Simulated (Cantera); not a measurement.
Input (Python, Cantera) and output of one run.

```python
import numpy as np
import cantera as ct

gas_names = """
    H HO2 H2 H2O H2O2 O OH O2 O3 V VO VO2
""".split()
cond_names = """
    H2O(s) H2O(L) V(cr) V(L) VO(s) VO(L) V2O3(s) V2O3(L) V2O4(I) V2O4(II) V2O4(L) V2O5(s) V2O5(L)
""".split()


# ... load() reads the species with a 1 bar reference pressure and builds the phases ...
atoms = {
    'V2O5': {'V': 2, 'O': 5},
    'H2': {'H': 2},
    'H2O': {'H': 2, 'O': 1},
}
top_T = {}  # K; cautious upper limits of use, not melting points


# ... equilibrate(T, P, feed) seeds the gas with the atoms and calls Mixture.equilibrate('TP', solver="vcs", rtol=1e-11, max_steps=5000) ...
results = []
feed = {'V2O5': 1, 'H2': 270, 'H2O': 0.87}  # mol
P = 101325  # Pa
for T in [1475, 1550, 1625, 1700, 1775, 1850, 1925, 2000, 2075, 2150]:
    mix = equilibrate(T, P, feed)
    results.append((T, P, feed, dict(zip(mix.species_names, mix.species_moles))))

top = {s: max(r[3][s] / sum(r[3][g] for g in gas_names) for r in results) for s in gas_names}
cols = sorted((s for s in top if top[s] > 1e-05), key=lambda s: -top[s])[:9]
seen = [c for c in cond_names if any(r[3].get(c, 0) > 1e-12 for r in results)]
print("log10 of partial pressures in bar; condensed amounts in mol")
print(f"{'T/K':>10s}" + "".join(f"{s[:9]:>10s}" for s in cols + seen))
for T, P, feed, n in results:
    ng = sum(n[g] for g in gas_names)
    print(f"{T:10.4g}" + "".join(f"{np.log10(max(n[s] / ng * P / 1e5, 1e-99)):10.3f}" for s in cols)
          + "".join(f"{n.get(c, 0):10.4g}" for c in seen))
```

Output:

```
log10 of partial pressures in bar; condensed amounts in mol
       T/K        H2       H2O         H       VO2        VO     VO(s)     VO(L)   V2O3(s)
      1475     0.001    -1.969    -4.887    -9.460   -10.853         0         0         1
      1550     0.001    -1.969    -4.501    -8.646    -9.853         0         0         1
      1625     0.001    -1.969    -4.151    -7.910    -8.950         0         0         1
      1700     0.001    -1.969    -3.831    -7.242    -8.130         0         0         1
      1775    -0.000    -1.877    -3.539    -6.588    -7.429     1.353         0    0.3237
      1850    -0.001    -1.839    -3.269    -6.055    -6.807         2         0         0
      1925    -0.001    -1.840    -3.020    -5.602    -6.237     1.999         0         0
      2000    -0.001    -1.840    -2.789    -5.185    -5.712     1.998         0         0
      2075    -0.002    -1.841    -2.575    -4.809    -5.235         0     1.994         0
      2150    -0.002    -1.841    -2.376    -4.502    -4.835         0     1.987         0
```

These are equilibrium values from Cantera (NASA tables, ideal gas, pure condensed phases), not measurements of a reactor. Mutual solubility and eutectic melting of coexisting phases are not modelled. VO: taken at fixed stoichiometry. Condensed phases not in the tables: the oxides between V2O3 and V2O5 other than VO2.
